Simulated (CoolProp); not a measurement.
Vapour-liquid equilibrium of propylene (1) + isobutane (2) at -65.65 °C; x and y are mole fractions of (1).

The numbers come from the multi-fluid Helmholtz-energy mixture model, Lemmon 2013 and Bücker 2006; pair parameters Bell 2016 in CoolProp.

```csv
x,bubble pressure (MPa),y at the bubble point,dew pressure at overall composition x (MPa),liquid density (mol/L)
0.05,0.008995,0.316,0.006737,11.33
0.2,0.01336,0.591,0.007853,11.80
0.35,0.01647,0.713,0.009385,12.32
0.5,0.02012,0.817,0.01157,12.88
0.65,0.02513,0.905,0.01474,13.49
0.8,0.03176,0.966,0.01943,14.13
0.95,0.03902,0.996,0.02945,14.80
```

No azeotrope shows between x = 0.05 and 0.95.

The pair parameters rest on a limited set of measurements; away from them the model extrapolates. The gap from Raoult's law changes sign with composition, which may be real or a fault of the pair parameters; it wasn't checked against measurements.
